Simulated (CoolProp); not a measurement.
Values from CoolProp's reference Helmholtz-energy equation of state, Zhou 2012.

Task: Give the vapour pressure (MPa), liquid density (kg/m³), vapour density (kg/m³), enthalpy of vaporisation (kJ/kg) of saturated p-xylene at 394, 406.3, 504.6 K.

Result: 
| T (K) | p (MPa) | liquid density (kg/m³) | vapour density (kg/m³) | enthalpy of vaporisation (kJ/kg) |
|---|---|---|---|---|
| 394 | 0.0620 | 770 | 2.08 | 347 |
| 406.3 | 0.0881 | 758 | 2.89 | 340 |
| 504.6 | 0.731 | 648 | 22.6 | 267 |
